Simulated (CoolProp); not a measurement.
The numbers come from the reference Helmholtz-energy equation of state, Thol 2018 in CoolProp.

Task: For hydrogen chloride, give the phase and the density (kg/m³), isothermal compressibility (1/MPa), expansivity (1/kK), fugacity coefficient at -10.55 °C and 10.4 MPa; -10.55 °C and 26 MPa; -10.55 °C and 41.6 MPa.

Result: 
- -10.55 °C and 10.4 MPa: liquid; density 998, isothermal compressibility 0.00316, expansivity 3.23, fugacity coefficient 0.179
- -10.55 °C and 26 MPa: liquid; density 1040, isothermal compressibility 0.00218, expansivity 2.53, fugacity coefficient 0.0924
- -10.55 °C and 41.6 MPa: liquid; density 1070, isothermal compressibility 0.00169, expansivity 2.15, fugacity coefficient 0.0739
